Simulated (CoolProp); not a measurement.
Saturated liquid density (kg/m³) of hydrogen chloride: the reference equation beside estimates from Tc = 51.5 °C, pc = 83.14 bar, ω = 0.130. Rackett uses Z = 0.29056 − 0.08775 ω.

The numbers come from the reference Helmholtz-energy equation of state, Thol 2018 in CoolProp.

```
T (°C)  reference  Rackett  van der Waals  Redlich-Kwong  Soave-Redlich-Kwong  Peng-Robinson
------  ---------  -------  -------------  -------------  -------------------  -------------
-42.55       1072    984.9          635.1          918.9                934.0           1058
-38.75       1060    974.6          628.4          906.9                922.5           1045
-35.05       1049    964.4          621.7          894.9                910.9           1032
-31.25       1037    953.7          614.6          882.2                898.7           1019
-27.45       1025    942.8          607.3          869.2                886.0           1005
-23.75       1013    931.9          600.1          856.2                873.3          990.5
-19.95       1001    920.5          592.4          842.4                859.9          975.3
-16.25      988.1    909.1          584.8          828.6                846.3          960.0
-12.45      974.8    897.0          576.6          814.0                831.9          943.7
-8.75       961.3    885.0          568.5          799.3                817.3          927.2
-4.95       947.1    872.2          559.8          783.7                801.8          909.5
-1.25       932.7    859.4          551.1          768.0                786.1          891.6
```

Absolute difference from the reference over all 12 rows, mean and median: Rackett 8.0 and 8.0 %, van der Waals 40.8 and 40.8 %, Redlich-Kwong 15.8 and 15.7 %, Soave-Redlich-Kwong 14.1 and 13.9 %, Peng-Robinson 2.6 and 2.4 %.
